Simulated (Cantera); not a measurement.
Cantera run, input and output.

```python
import numpy as np
import cantera as ct

gas = ct.Solution("gri30.yaml")


def delay(T, t_max=10):
    gas.TPX = T, 250000, {'CH4': 1, 'O2': 4.65, 'N2': 17.5, 'CO2': 0.57}
    reactor = ct.IdealGasReactor(gas, clone=False)
    net = ct.ReactorNet([reactor])
    net.rtol, net.atol = 1e-8, 1e-16
    while net.time < t_max:
        t_old, T_old = net.time, reactor.T
        net.step()
        if reactor.T > T + 400:  # ignition: a rise of 400 K
            return t_old + (T + 400 - T_old) / (reactor.T - T_old) * (net.time - t_old)
    return np.nan


taus = []
for T in [1300, 1375, 1450, 1525, 1600, 1675]:
    taus.append(delay(T))
    print(f"T0 = {T:6g} K   tau = {taus[-1]:.4e} s")
```

Output:

```
T0 =   1300 K   tau = 3.6393e-03 s
T0 =   1375 K   tau = 1.5249e-03 s
T0 =   1450 K   tau = 6.9287e-04 s
T0 =   1525 K   tau = 3.4167e-04 s
T0 =   1600 K   tau = 1.8225e-04 s
T0 =   1675 K   tau = 1.0427e-04 s
```

Computed with Cantera and GRI-Mech 3.0 (53 species, 325 reactions).
